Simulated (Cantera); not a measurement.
What does this Cantera script print?

```python
import numpy as np
import cantera as ct

gas_names = """
    CL CL2 H HCL H2 N NH NH2 NH3 N2 N2H2 N2H4 Si SiCL SiCL2 SiCL3 SiCL4 SiH SiHCL3 SiH2 SiH2CL2 SiH3
    SiH3CL SiH4 SiN Si2 Si2N Si3
""".split()
cond_names = """
    NH4CL(a) NH4CL(b) Si(cr) Si(L) Si3N4(a)
""".split()


def load(file, names, dense=False):
    # The tables refer to 1 bar. Condensed volumes are neglected.
    table = {s.name: s for s in ct.Species.list_from_file(file)}
    out = []
    for n in names:
        d = dict(table[n].input_data)
        d["thermo"] = dict(d["thermo"], **{"reference-pressure": 1e5})
        if dense:
            d["equation-of-state"] = {"model": "constant-volume", "density": "1e6 g/cm^3"}
        out.append(ct.Species.from_dict(d))
    return out


gas = ct.Solution(thermo="ideal-gas", species=load("nasa_gas.yaml", gas_names))
cond = {s.name: ct.Solution(thermo="fixed-stoichiometry", species=[s], name=s.name)
        for s in load("nasa_condensed.yaml", cond_names, dense=True)}
atoms = {
    'SiH4': {'Si': 1, 'H': 4},
    'HCl': {'H': 1, 'CL': 1},
    'N2': {'N': 2},
}
top_T = {'Si3N4(a)': 2400}  # K; cautious upper limits of use, not melting points


def equilibrate(T, P, feed):
    n = {}
    for name, mol in feed.items():
        for a, k in atoms[name].items():
            n[a] = n.get(a, 0.0) + k * mol
    gas.TPX = T, P, n
    mass = sum(n.values()) * gas.mean_molecular_weight
    gas.equilibrate("TP")
    valid = [c for c in cond.values() if c.min_temp <= T <= top_T.get(c.name, c.max_temp)]
    mix = ct.Mixture([(gas, mass / gas.mean_molecular_weight)] + [(c, 0.0) for c in valid])
    mix.T, mix.P = T, P
    mix.equilibrate("TP", solver="vcs", rtol=1e-11, max_steps=5000)
    return mix


results = []
feed = {'SiH4': 1, 'HCl': 3.8, 'N2': 19}  # mol
P = 76000  # Pa
for T in [1125, 1225, 1325, 1425, 1525, 1625, 1725]:
    mix = equilibrate(T, P, feed)
    results.append((T, P, feed, dict(zip(mix.species_names, mix.species_moles))))

top = {s: max(r[3][s] / sum(r[3][g] for g in gas_names) for r in results) for s in gas_names}
cols = sorted((s for s in top if top[s] > 0.001), key=lambda s: -top[s])[:8]
seen = [c for c in cond_names if any(r[3].get(c, 0) > 1e-12 for r in results)]
print("log10 of partial pressures in bar; condensed amounts in mol")
print(f"{'T/K':>10s}" + "".join(f"{s[:9]:>10s}" for s in cols + seen))
for T, P, feed, n in results:
    ng = sum(n[g] for g in gas_names)
    print(f"{T:10.4g}" + "".join(f"{np.log10(max(n[s] / ng * P / 1e5, 1e-99)):10.3f}" for s in cols)
          + "".join(f"{n.get(c, 0):10.4g}" for c in seen))
```

Result:

```
log10 of partial pressures in bar; condensed amounts in mol
       T/K        N2       HCL        H2     SiCL2     SiCL4     SiCL3  Si3N4(a)
      1125    -0.235    -1.002    -1.135    -6.137    -2.296    -4.761     0.279
      1225    -0.235    -0.992    -1.142    -5.107    -2.359    -4.182    0.2854
      1325    -0.236    -0.985    -1.148    -4.241    -2.422    -3.699    0.2892
      1425    -0.236    -0.982    -1.150    -3.509    -2.493    -3.298    0.2889
      1525    -0.236    -0.987    -1.148    -2.896    -2.593    -2.981    0.2796
      1625    -0.236    -1.006    -1.137    -2.401    -2.760    -2.763    0.2522
      1725    -0.236    -1.049    -1.113    -2.030    -3.037    -2.669    0.1992
```

These are equilibrium values from Cantera (NASA tables, ideal gas, pure condensed phases), not measurements of a reactor. N2 is the only nitrogen source here; it is nearly inert below about 1500 K, so the nitride shown seldom forms there in practice. The tables' values for SiCl3 are old estimates; treat these amounts as uncertain.
